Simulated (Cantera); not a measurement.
Input: 1 mol Fe(CO)5, 0.032 mol O2, 13 mol H2, equilibrated at 1048.15 K and 13300 Pa.

Equilibrium computed with Cantera from the NASA thermochemical tables; the gas is ideal and each condensed phase is pure. Candidate condensed phases: C, C6H6, C7H8, C8H18, Fe, Fe(CO)5, FeO, Fe(OH)2, Fe(OH)3, Fe2O3, Fe3O4, H2O; 114 gas species. Rates play no part.

Base state: H2 0.715, CO 0.274, H2O 0.00508, CH4 0.00381, CO2 0.00231 (mole fractions); condensed: Fe(α).

Q: What changes in the equilibrium state with this change: Fe(CO)5 replaced by Hg?

A: 
```json
[
 {"species": "H2", "before": "0.715", "after": "0.924"},
 {"species": "Hg", "before": "0", "after": "0.0714"},
 {"species": "H2O", "before": "0.00508", "after": "0.00457"},
 {"species": "CO", "before": "0.274", "after": "0"},
 {"species": "CH4", "before": "0.00381", "after": "0"},
 {"species": "CO2", "before": "0.00231", "after": "0"},
 {"species": "Fe(α), mol", "before": "1.00", "after": "0"}
]
```
Further candidate phases: Hg, HgO.

Q: What changes in the equilibrium state with this change: O2 from 0.032 to 0.62 mol?

A: 
```json
[
 {"species": "H2", "before": "0.715", "after": "0.674"},
 {"species": "CO", "before": "0.274", "after": "0.256"},
 {"species": "H2O", "before": "0.00508", "after": "0.0477"},
 {"species": "CO2", "before": "0.00231", "after": "0.0215"},
 {"species": "CH4", "before": "0.00381", "after": "0.000318"},
 {"species": "Fe(α), mol", "before": "1.00", "after": "1.00"}
]
```

Q: What changes in the equilibrium state with this change: temperature from 1048.15 K to 1000 K?

A: 
```
species            before    after
----------------  -------  -------
H2                  0.715    0.712
CO                  0.274    0.266
H2O               0.00508  0.00998
CO2               0.00231  0.00534
CH4               0.00381  0.00646
Fe(α), mol           1.00     1.00
C(graphite), mol        0   0.0926
```
Condensed phases not in the tables: cementite and carbon dissolved in iron.
